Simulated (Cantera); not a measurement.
A closed system holds: 1 mol Si, 2.6 mol H₂, at 1123.15 K and 1.00 bar.

Cantera equilibrium calculation (NASA polynomials, part measured and part estimated; ideal gas, pure solids and liquids). Candidate condensed phases: Si; 9 gas species. Equilibrium is a limit: real reactors are often held back by kinetics, nucleation or transport.

Base state: H₂ 1.000 (mole fractions); condensed: Si(s).

What changes in the equilibrium state with this change: Si replaced by SiCl₄?


```json
[
 {"species": "H₂", "before": "1.000", "after": "0.668"},
 {"species": "SiCl₄", "before": "0", "after": "0.224"},
 {"species": "HCl", "before": "0", "after": "0.0550"},
 {"species": "SiHCl₃", "before": "0", "after": "0.0467"},
 {"species": "SiCl₃", "before": "0", "after": "0.00406"},
 {"species": "SiH₂Cl₂", "before": "0", "after": "0.00119"},
 {"species": "Si(s), mol", "before": "1.000", "after": "0"}
]
```
The tables' values for SiCl₃ are old estimates; treat these amounts as uncertain.
